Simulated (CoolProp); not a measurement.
Vapour-liquid equilibrium of n-butane (1) + benzene (2) at 121.25 °C; x and y are mole fractions of (1).

Model: multi-fluid Helmholtz-energy mixture model, Bücker 2006 and Thol 2012; pair parameters Bell 2016, in CoolProp.

Give the bubble pressure and the first vapour's composition at x = 0.05, 0.65, 0.8. Is there an azeotrope?

x = 0.05: 410.6 kPa, y = 0.265; x = 0.65: 1569 kPa, y = 0.887; x = 0.8: 1838 kPa, y = 0.932. No azeotrope shows between x = 0.05 and 0.95.

Pair parameters are fitted to limited data, so mixtures are less certain than the pure fluids. The gap from Raoult's law changes sign with composition, which may be real or a fault of the pair parameters; it wasn't checked against measurements.
